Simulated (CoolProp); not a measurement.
Vapour pressure (bar) of propylene: the reference equation beside estimates from Tc = 91.1 °C, pc = 45.55 bar, ω = 0.146.

Computed with CoolProp (reference Helmholtz-energy equation of state, Lemmon 2013).

```csv
T (°C),reference,Lee-Kesler,van der Waals,Peng-Robinson
-49.45,[?],0.9206,4.523,0.9385
-42.65,1.263,1.252,5.348,1.269
-35.85,1.680,1.670,6.267,1.683
-29.05,2.195,2.188,7.287,2.194
-22.35,[?],2.809,8.394,2.808
-15.55,3.563,3.566,[?],3.556
-8.75,[?],4.466,10.97,4.446
-1.95,5.508,[?],[?],5.494
4.85,6.733,6.756,14.00,6.718
11.65,8.148,8.177,[?],8.134
18.45,9.770,9.803,[?],9.761
25.25,11.62,11.65,19.48,11.62
```

### Question
Fill in the missing entries.

### Answer

- -49.45, reference: 0.9316
- -22.35, reference: 2.811
- -15.55, van der Waals: 9.624
- -8.75, reference: 4.457
- -1.95, Lee-Kesler: 5.524
- -1.95, van der Waals: 12.42
- 11.65, van der Waals: 15.70
- 18.45, van der Waals: 17.53

Absolute difference from the reference over all 12 rows, mean and median: Lee-Kesler 0.4 and 0.3 %, van der Waals 183.5 and 158.1 %, Peng-Robinson 0.2 and 0.2 %.
